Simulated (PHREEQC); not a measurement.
Dissolve 150 mmol/kgw CuSO4, 0.66 mmol/kgw HCl and 3.1 mmol/kgw H3BO3 at 20 °C. Closed to the air; pH follows from the charge balance.

Model: ion-association model, wateq4f.dat, run in PHREEQC.

This is a speciation only: nothing precipitates in the calculation.

What pH does the model give?

pH 3.74.

In which forms is Cu present?

CuSO4 50 %, Cu+2 50 % of the Cu.
